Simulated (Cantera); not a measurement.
## Ignition delay

Mixture: 6.65 % C3H8, 19.5 % O2, 73.8 % N2, equivalence ratio 1.7, at 10.0 bar, adiabatic and at constant volume. Ignition delay is the time to a rise of 400 K.

Cantera simulation using GRI-Mech 3.0 (53 species, 325 reactions); the numbers are that mechanism's predictions, not measurements. GRI-Mech 3.0 was tuned for natural gas; its chemistry of propane as a main component is partial and can be far from experiment.

| T0 (K) | delay (ms) |
|---|---|
| 1150 | 4.32 |
| 1200 | 1.68 |
| 1250 | 0.678 |
| 1300 | 0.287 |
| 1350 | 0.130 |
| 1400 | 0.0629 |
| 1450 | 0.0328 |
| 1500 | 0.0184 |
| 1550 | 0.0110 |
| 1600 | 0.00701 |

The apparent activation energy between 1500 and 1600 K comes out as 190 kJ/mol.
